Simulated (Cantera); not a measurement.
# Catalytic stagnation flow on Pt

A jet of H2 : O2 : N2 = 0.019 : 0.053 : 0.79 (molar parts) at 300 K and 41.3 Torr hits a platinum plate 7 cm away at a mass flux of 0.027 kg/m²/s; the plate temperature is set and raised in steps from an oxygen-covered start.

Model: Deutschmann's 1995 Pt surface mechanism with GRI-Mech 3.0 gas chemistry, integrated in Cantera. Catalytic surfaces can have several steady states; this one follows from the mechanism file's or the stated starting coverage.

| plate T (K) | wall x H2 | wall x O2 | wall x H2O | wall x OH | θ free Pt | θ O* | θ OH* |
|---|---|---|---|---|---|---|---|
| 500 | 0.00166 | 0.0396 | 0.0401 | <1e-8 | 0.0614 | 0.924 | 0.0144 |
| 550 | 0.00165 | 0.0396 | 0.0398 | <1e-8 | 0.0649 | 0.927 | 0.00823 |
| 600 | 0.00165 | 0.0397 | 0.0395 | <1e-8 | 0.0683 | 0.927 | 0.00512 |
| 650 | 0.00163 | 0.0397 | 0.0393 | <1e-8 | 0.0724 | 0.924 | 0.00343 |
| 700 | 0.00152 | 0.0396 | 0.0393 | <1e-8 | 0.0816 | 0.916 | 0.00251 |
| 750 | 0.00122 | 0.0394 | 0.0396 | <1e-8 | 0.107 | 0.891 | 0.00206 |
| 800 | 0.000901 | 0.0391 | 0.0400 | <1e-8 | 0.153 | 0.845 | 0.00181 |
x: mole fraction at the wall; θ: surface coverage.
